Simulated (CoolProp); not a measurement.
Saturated liquid density (kg/m³) of R124: the reference equation beside estimates from Tc = 395.4 K, pc = 3.624 MPa, ω = 0.288. Rackett uses Z = 0.29056 − 0.08775 ω.

Computed with CoolProp (reference Helmholtz-energy equation of state, de Vries 1995).

| T (K) | reference | Rackett | van der Waals | Soave-Redlich-Kwong | Peng-Robinson |
|---|---|---|---|---|---|
| 221.1 | 1588 | 1621 | 952.5 | 1452 | 1636 |
| 224.8 | 1577 | 1611 | 946.9 | 1443 | 1627 |
| 228.6 | 1567 | 1600 | 941.0 | 1435 | 1617 |
| 232.4 | 1556 | 1589 | 935.1 | 1425 | 1608 |
| 236.1 | 1546 | 1578 | 929.3 | 1417 | 1598 |
| 239.9 | 1535 | 1567 | 923.2 | 1407 | 1588 |
| 243.7 | 1525 | 1556 | 917.0 | 1397 | 1578 |
| 247.4 | 1514 | 1545 | 910.9 | 1388 | 1567 |

Absolute difference from the reference over all 8 rows, mean and median: Rackett 2.1 and 2.1 %, van der Waals 39.9 and 39.9 %, Soave-Redlich-Kwong 8.4 and 8.4 %, Peng-Robinson 3.3 and 3.4 %.
